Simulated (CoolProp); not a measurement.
Saturated liquid density (kg/m³) of tetrahydrofuran: the reference equation beside estimates from Tc = 267.0 °C, pc = 5.304 MPa, ω = 0.234.

Computed with CoolProp (reference Helmholtz-energy equation of state, Fiedler 2023).

```
T (°C)  reference  van der Waals  Soave-Redlich-Kwong
------  ---------  -------------  -------------------
157.55      717.5          440.3                650.6
160.75      712.8          437.2                645.0
163.95      707.9          434.0                639.2
167.15      703.0          430.7                633.3
170.35      698.0          427.4                627.3
173.55      693.0          424.1                621.1
176.75      687.8          420.7                614.9
179.95      682.6          417.2                608.4
183.15      677.3          413.6                601.9
186.35      671.8          410.0                595.2
189.45      666.4          406.4                588.5
192.65      660.8          402.6                581.5
195.85      655.0          398.8                574.3
199.05      649.0          394.8                566.9
202.25      642.9          390.8                559.3
```

Absolute difference from the reference over all 15 rows, mean and median: van der Waals 38.9 and 38.9 %, Soave-Redlich-Kwong 11.0 and 10.9 %.
